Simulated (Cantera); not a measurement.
Mixture: H2 : O2 : N2 = 1 : 1.02 : 3.88 (molar parts), equivalence ratio 0.49, at 3750 Torr, adiabatic and at constant pressure. Ignition delay is the time to a rise of 400 K.

Cantera simulation using GRI-Mech 3.0 (53 species, 325 reactions); the numbers are that mechanism's predictions, not measurements. The hydrogen kinetics of GRI-Mech 3.0 are dated; newer H2 mechanisms differ, most at raised pressure. Where the delays flatten at high temperature, the 400 K rule measures the pace of heat release, not the induction time.

Question: What does this change do: constant volume in place of constant pressure?

Answer: 
```csv
quantity,before,after
delay at 1050 K,3.58 ms,3.43 ms
delay at 1250 K,10.3 µs,9.88 µs
delay at 1450 K,3.85 µs,3.57 µs
delay at 1650 K,2.45 µs,2.14 µs
```

Question: What does this change do: pressure from 3750 Torr to 11300 Torr?

Answer: 
| quantity | before | after |
|---|---|---|
| delay at 1050 K | 3.58 ms | 3.43 ms |
| delay at 1250 K | 10.3 µs | 36.8 µs |
| delay at 1450 K | 3.85 µs | 1.53 µs |
| delay at 1650 K | 2.45 µs | 0.718 µs |
The pressure lies above the range GRI-Mech 3.0 was tuned for (to about 10 atm).
